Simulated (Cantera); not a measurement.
An isothermal plug-flow reactor at 575 K and 760 Torr (inlet), inlet velocity 0.086 m/s, active area per volume 3400 1/m; feed CO : O2 : N2 : H2O = 0.018 : 0.012 : 0.79 : 0.03 (molar parts), equivalence ratio 0.75.

Computed with Cantera and Deutschmann's 1995 Pt surface mechanism with GRI-Mech 3.0 gas chemistry. Catalytic surfaces can have several steady states; this one follows from the mechanism file's or the stated starting coverage. Mass transfer to the wall is taken as infinitely fast.

What does this change do: inlet velocity 0.086 to 0.02 m/s?


| quantity | before | after |
|---|---|---|
| x(CO) at z = 0.089 m | 0.0128 | 2.69e-9 |
| x(O2) at z = 0.089 m | 0.00994 | 0.00357 |
| x(H2O) at z = 0.089 m | 0.0354 | 0.0357 |
| x(CO2) at z = 0.089 m | 0.00847 | 0.0214 |
| θ(free Pt) at the exit | 0.00382 | 0.00208 |

What does this change do: temperature 575 to 548 K?


```json
[
 {"quantity": "x(CO) at z = 0.089 m", "before": "0.0128", "after": "0.0190"},
 {"quantity": "x(O2) at z = 0.089 m", "before": "0.00994", "after": "0.0131"},
 {"quantity": "x(H2O) at z = 0.089 m", "before": "0.0354", "after": "0.0353"},
 {"quantity": "x(CO2) at z = 0.089 m", "before": "0.00847", "after": "0.00216"},
 {"quantity": "θ(free Pt) at the exit", "before": "0.00382", "after": "0.00162"},
 {"quantity": "θ(CO*) at the exit", "before": "0.995", "after": "0.998"}
]
```
